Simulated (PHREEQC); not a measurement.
A solution holds 0.019 mol HF and 0.022 mol NH4HF2 per kg of water, at 20 °C. Closed to the air; pH follows from the charge balance.

Model: ion-association model, phreeqc.dat, run in PHREEQC.

```tsv
quantity	before	after
pH	2.83	2.95
ionic strength (mol/kgw)	0.0237	0.0233
F- (mol/kgw)	0.0209	0.0211
HF2- (mol/kgw)	0.00281	0.00218
```

Question: What was changed between the two runs?
A) NH4HF2 left out
B) HF left out
C) HF replaced by Na2SiF6 at the same molality
D) HF from 0.019 to 0.0095 mol/kgw

Answer: D, HF from 0.019 to 0.0095 mol/kgw

This is a speciation only: nothing precipitates in the calculation.
